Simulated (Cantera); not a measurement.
An isothermal, constant-pressure homogeneous reactor starts with NH3 : H2 = 1 : 0.26 (molar parts), at 1725 K and 1.00 atm. Integrator tolerance rtol = 1e-08.

Computed with Cantera and the gas-phase N/H chemistry of the illustrative SiF4/NH3 mechanism in the Surface Chemkin manual (1991). Walls and surfaces, which speed up NH3 decomposition in real reactors, are not modelled.

What does this change do: temperature 1725 to 1898 K?


| quantity | before | after |
|---|---|---|
| x(NH3) at 2.00 s | 0.190 (gas-phase equilibrium 1.11e-5) | 0.00374 (gas-phase equilibrium 7.82e-6) |
| x(H2) at 2.00 s | 0.641 (gas-phase equilibrium 0.779) | 0.775 (gas-phase equilibrium 0.778) |
| x(H) at 2.00 s | 9.72e-5 (gas-phase equilibrium 0.000164) | 0.000671 (gas-phase equilibrium 0.000690) |
| x(N2H4) at 2.00 s | 3.49e-8 (gas-phase equilibrium <1e-12) | 9.20e-11 (gas-phase equilibrium <1e-12) |
| x(NH2) at 2.00 s | 7.41e-5 (gas-phase equilibrium 6.03e-9) | 9.06e-6 (gas-phase equilibrium 1.94e-8) |
| x(NH) at 2.00 s | 6.19e-7 (gas-phase equilibrium 7.09e-11) | 3.12e-7 (gas-phase equilibrium 6.85e-10) |
| x(N2) at 2.00 s | 0.168 (gas-phase equilibrium 0.221) | 0.220 (gas-phase equilibrium 0.221) |

What does this change do: temperature 1725 to 1650 K?


```json
[
 {"quantity": "x(NH3) at 2.00 s", "before": "0.190 (gas-phase equilibrium 1.11e-5)", "after": "0.442 (gas-phase equilibrium 1.33e-5)"},
 {"quantity": "x(H2) at 2.00 s", "before": "0.641 (gas-phase equilibrium 0.779)", "after": "0.460 (gas-phase equilibrium 0.779)"},
 {"quantity": "x(H) at 2.00 s", "before": "9.72e-5 (gas-phase equilibrium 0.000164)", "after": "3.36e-5 (gas-phase equilibrium 8.02e-5)"},
 {"quantity": "x(N2H4) at 2.00 s", "before": "3.49e-8 (gas-phase equilibrium <1e-12)", "after": "9.54e-8 (gas-phase equilibrium <1e-12)"},
 {"quantity": "x(NH2) at 2.00 s", "before": "7.41e-5 (gas-phase equilibrium 6.03e-9)", "after": "7.93e-5 (gas-phase equilibrium 3.37e-9)"},
 {"quantity": "x(NH) at 2.00 s", "before": "6.19e-7 (gas-phase equilibrium 7.09e-11)", "after": "3.72e-7 (gas-phase equilibrium 2.29e-11)"},
 {"quantity": "x(N2) at 2.00 s", "before": "0.168 (gas-phase equilibrium 0.221)", "after": "0.0980 (gas-phase equilibrium 0.221)"}
]
```
